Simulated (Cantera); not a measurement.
An isothermal, constant-pressure homogeneous reactor starts with CH4 : H2O = 5.6 : 0.81 (molar parts), at 2000 K and 4.93 atm.

Detailed kinetics in Cantera: GRI-Mech 3.0 (53 species, 325 reactions). GRI-Mech 3.0 stops at C3 and has no aromatics, soot or wall deposition, so with more carbon than oxygen in the feed, carbon stays in small species such as C2H2 where larger ones or solid carbon would form.

One state of this run: x CH4 = 0.0203; x H2O = 0.00102; x HCO = 7.12e-8; x HO2 = <1e-12; x H2 = 0.732. x: mole fraction; the columns are a selection and need not sum to one.

**Question.** Which value of t (s) does it belong to?
A. 0.0116
B. 0.0284
C. 0.00195
D. 0.000800

**Answer.** B, 0.0284
